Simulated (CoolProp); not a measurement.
n-decane at several states: Z from the reference equation and from simpler models built on Tc = 617.7 K, pc = 2.101 MPa, ω = 0.488; each cubic takes its own stable root.

Model: reference Helmholtz-energy equation of state, Lemmon 2006, in CoolProp. It is a short technical equation, of lower accuracy than the large ones.

```
T (K)  p (MPa)   phase  reference
-----  -------  ------  ---------
351.1   0.0788  liquid   0.005606
267.4     1.76  liquid     0.1499
588      0.227     gas     0.9517
484.4     1.59  liquid    0.09813
347.3    0.391  liquid    0.02798
```

How far does each simpler model (van der Waals, Redlich-Kwong, Soave-Redlich-Kwong, Peng-Robinson) lie from the reference over these 5 states: mean and median of the absolute difference, and the worst?


- van der Waals: mean 3447.6 %, median 86.7 %, worst +16979.9 % at 351.1 K and 0.0788 MPa
- Redlich-Kwong: mean 21.9 %, median 26.6 %, worst +28.7 % at 484.4 K and 1.59 MPa
- Soave-Redlich-Kwong: mean 16.4 %, median 19.8 %, worst +23.0 % at 267.4 K and 1.76 MPa
- Peng-Robinson: mean 5.6 %, median 6.4 %, worst +9.7 % at 267.4 K and 1.76 MPa

At some of these states van der Waals gives the other phase, because its saturation line lies elsewhere.
